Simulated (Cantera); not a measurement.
Charge: 1 mol SiH₄, 0.82 mol HCl, 15 mol H₂, 0.71 mol C₃H₈, at 1000 Pa.

Cantera equilibrium calculation (NASA polynomials, part measured and part estimated; ideal gas, pure solids and liquids). Candidate condensed phases: C, C₆H₆, C₇H₈, C₈H₁₈, Si, SiC; 109 gas species. The tables' values for SiCl are old estimates; treat these amounts as uncertain. Gases not in the tables: Si₂H₆ and higher silanes. Rates play no part.

x: gas mole fraction; n: condensed amount in mol.

```
T (K)   x H₂       x H   x HCl      x Si  x C₂H₂ (acetylene)  x SiC₂  n C(graphite)  n SiC(s)
-----  -----  --------  ------  --------  ------------------  ------  -------------  --------
973    0.959   1.06e-8  0.0393    <1e-12            5.17e-10  <1e-12           1.11     0.998
1173   0.960   1.16e-6  0.0397    <1e-12             5.88e-8  <1e-12           1.13     1.000
1373   0.960   3.26e-5  0.0396  1.64e-10             1.66e-6  <1e-12           1.13     1.000
1573   0.960  0.000398  0.0396   5.26e-8             1.98e-5     [?]           1.13     0.999
1773   0.958   0.00278  0.0393   4.53e-6            0.000134     [?]           1.13     0.998
1973   0.947    0.0131  0.0386  0.000156            0.000607     [?]           1.11     0.992
2173   0.910    0.0460  0.0365   0.00279             0.00201     [?]           1.11     0.917
2373   0.796     0.125  0.0308    0.0300             0.00490     [?]           1.59         0
2573   0.643     0.276  0.0247    0.0284             0.00938     [?]           1.15         0
```

What belongs in the gaps?


- 1573, x SiC₂: 1.67e-10
- 1773, x SiC₂: 5.62e-8
- 1973, x SiC₂: 5.70e-6
- 2173, x SiC₂: 0.000242
- 2373, x SiC₂: 0.00528
- 2573, x SiC₂: 0.00904
